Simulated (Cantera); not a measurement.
An adiabatic, constant-pressure homogeneous reactor starts with CH₃OH : O₂ : N₂ = 1 : 1.65 : 7.25 (molar parts), at 1325 K and 4.90 bar. Integrator tolerance rtol = 1e-08.

Model: GRI-Mech 3.0 (53 species, 325 reactions), integrated in Cantera. GRI-Mech 3.0 was tuned for natural gas; its chemistry of methanol as a main component is partial and can be far from experiment.

Q: What does this change do: constant volume in place of constant pressure?

A: 
```csv
quantity,before,after
time of steepest temperature rise,0.424 ms,0.403 ms
temperature at 2.00 s,2646 K,2859 K
equilibrium temperature,2646 K,2859 K
x(CH₃OH) at 2.00 s,<1e-12 (gas-phase equilibrium <1e-12),<1e-12 (gas-phase equilibrium <1e-12)
x(O₂) at 2.00 s,0.0195 (gas-phase equilibrium 0.0195),0.0214 (gas-phase equilibrium 0.0214)
x(C₂H₂) at 2.00 s,<1e-12 (gas-phase equilibrium <1e-12),<1e-12 (gas-phase equilibrium <1e-12)
x(CH₄) at 2.00 s,<1e-12 (gas-phase equilibrium <1e-12),<1e-12 (gas-phase equilibrium <1e-12)
x(HCN) at 2.00 s,4.84e-10 (gas-phase equilibrium 4.84e-10),2.74e-9 (gas-phase equilibrium 2.74e-9)
x(NO₂) at 2.00 s,4.31e-6 (gas-phase equilibrium 4.31e-6),8.17e-6 (gas-phase equilibrium 8.17e-6)
```
